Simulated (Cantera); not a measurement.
A Cantera script and what it prints.

```python
import numpy as np
import cantera as ct

gas_names = """
    C CN CO CO2 C2 CCN CNC C2N2 C2O C3 C3O2 C4 C4N2 C5 Cu CuO Cu2 N NCO NO NO2 NO3 N2 N2O O O2 O3
""".split()
cond_names = """
    C(gr) Cu(cr) Cu(L) CuO(s) Cu2O(s) Cu2O(L)
""".split()


# ... load() reads the species with a 1 bar reference pressure and builds the phases ...
atoms = {
    'CuO': {'Cu': 1, 'O': 1},
    'CO': {'C': 1, 'O': 1},
    'N2': {'N': 2},
}
top_T = {'C(gr)': 4500, 'CuO(s)': 1390}  # K; cautious upper limits of use, not melting points


# ... equilibrate(T, P, feed) seeds the gas with the atoms and calls Mixture.equilibrate('TP', solver="vcs", rtol=1e-11, max_steps=5000) ...
results = []
T = 1973  # K
P = 20  # Pa
for m in [0.52, 0.62, 0.75, 0.9, 1.1, 1.3, 1.5, 1.8, 2.2]:
    feed = {'CuO': 1, 'CO': m, 'N2': 0.2}  # mol
    mix = equilibrate(T, P, feed)
    results.append((T, P, feed, dict(zip(mix.species_names, mix.species_moles))))

top = {s: max(r[3][s] / sum(r[3][g] for g in gas_names) for r in results) for s in gas_names}
cols = sorted((s for s in top if top[s] > 1e-06), key=lambda s: -top[s])[:5]
seen = [c for c in cond_names if any(r[3].get(c, 0) > 1e-12 for r in results)]
print("log10 of partial pressures in bar; condensed amounts in mol")
print(f"{'n(CO)':>10s}" + "".join(f"{s[:9]:>10s}" for s in cols + seen))
for T, P, feed, n in results:
    ng = sum(n[g] for g in gas_names)
    print(f"{feed['CO']:10.4g}" + "".join(f"{np.log10(max(n[s] / ng * P / 1e5, 1e-99)):10.3f}" for s in cols)
          + "".join(f"{n.get(c, 0):10.4g}" for c in seen))
```

Result:

```
log10 of partial pressures in bar; condensed amounts in mol
     n(CO)        Cu        CO       CO2        O2        N2
      0.52    -4.004    -5.058    -4.369    -4.576    -4.707
      0.62    -4.017    -4.963    -4.312    -4.653    -4.720
      0.75    -4.034    -4.853    -4.257    -4.763    -4.737
       0.9    -4.054    -4.738    -4.213    -4.905    -4.756
       1.1    -4.081    -4.598    -4.180    -5.119    -4.783
       1.3    -4.110    -4.474    -4.171    -5.350    -4.810
       1.5    -4.138    -4.369    -4.178    -5.573    -4.839
       1.8    -4.181    -4.250    -4.204    -5.864    -4.881
       2.2    -4.233    -4.142    -4.247    -6.165    -4.933
```

Method: chemical equilibrium by Gibbs-energy minimisation in Cantera with the NASA 1993 tables (ideal gas, pure condensed phases).
